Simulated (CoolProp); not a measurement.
Vapour-liquid equilibrium of benzene (1) + n-heptane (2) at 146.75 °C; x and y are mole fractions of (1).

The numbers come from the multi-fluid Helmholtz-energy mixture model, Thol 2012 and Span 2003; pair parameters Bell 2016 in CoolProp.

```json
[
 {"x": "0.05", "bubble pressure (MPa)": "0.3626", "y at the bubble point": "0.084", "dew pressure at overall composition x (MPa)": "0.3565", "liquid density (mol/L)": "5.752"},
 {"x": "0.2", "bubble pressure (MPa)": "0.4064", "y at the bubble point": "(withheld)", "dew pressure at overall composition x (MPa)": "0.3854", "liquid density (mol/L)": "6.128"},
 {"x": "0.35", "bubble pressure (MPa)": "0.4460", "y at the bubble point": "0.467", "dew pressure at overall composition x (MPa)": "0.4181", "liquid density (mol/L)": "6.555"},
 {"x": "0.5", "bubble pressure (MPa)": "(withheld)", "y at the bubble point": "0.604", "dew pressure at overall composition x (MPa)": "0.4541", "liquid density (mol/L)": "7.046"},
 {"x": "0.65", "bubble pressure (MPa)": "0.5070", "y at the bubble point": "(withheld)", "dew pressure at overall composition x (MPa)": "0.4907", "liquid density (mol/L)": "7.618"},
 {"x": "0.8", "bubble pressure (MPa)": "0.5279", "y at the bubble point": "(withheld)", "dew pressure at overall composition x (MPa)": "0.5221", "liquid density (mol/L)": "8.291"},
 {"x": "0.95", "bubble pressure (MPa)": "(withheld)", "y at the bubble point": "0.955", "dew pressure at overall composition x (MPa)": "(withheld)", "liquid density (mol/L)": "(withheld)"}
]
```

### Question
Complete the blanks.

### Answer

- 0.2, y at the bubble point: 0.298
- 0.5, bubble pressure (MPa): 0.4797
- 0.65, y at the bubble point: 0.723
- 0.8, y at the bubble point: 0.835
- 0.95, bubble pressure (MPa): 0.5420
- 0.95, dew pressure at overall composition x (MPa): 0.5416
- 0.95, liquid density (mol/L): 9.091

No azeotrope shows between x = 0.05 and 0.95.

The pair parameters rest on a limited set of measurements; away from them the model extrapolates.
